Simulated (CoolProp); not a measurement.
Vapour-liquid equilibrium of propane (1) + R134a (2) at 308.8 K; x and y are mole fractions of (1).

The numbers come from the multi-fluid Helmholtz-energy mixture model, Lemmon 2009 and Tillner-Roth 1994; pair parameters Bell 2016 in CoolProp.

| x | bubble pressure (MPa) | y at the bubble point | dew pressure at overall composition x (MPa) | liquid density (mol/L) |
|---|---|---|---|---|
| 0.05 | 1.052 | 0.154 | 0.9476 | 11.27 |
| 0.15 | 1.263 | 0.327 | 1.047 | 11.00 |
| 0.25 | 1.392 | 0.422 | 1.163 | 10.76 |
| 0.35 | 1.471 | 0.486 | 1.294 | 10.56 |
| 0.45 | 1.517 | 0.536 | 1.428 | 10.41 |
| 0.55 | 1.541 | 0.582 | 1.526 | 10.33 |
| 0.65 | 1.543 | 0.632 | 1.539 | 10.31 |
| 0.75 | 1.520 | 0.691 | 1.478 | 10.38 |
| 0.85 | 1.459 | 0.773 | 1.385 | 10.50 |
| 0.95 | 1.334 | 0.901 | 1.286 | 10.67 |

y crosses x between x = 0.55 and 0.65: the model has an azeotrope there.

Pair parameters are fitted to limited data, so mixtures are less certain than the pure fluids.
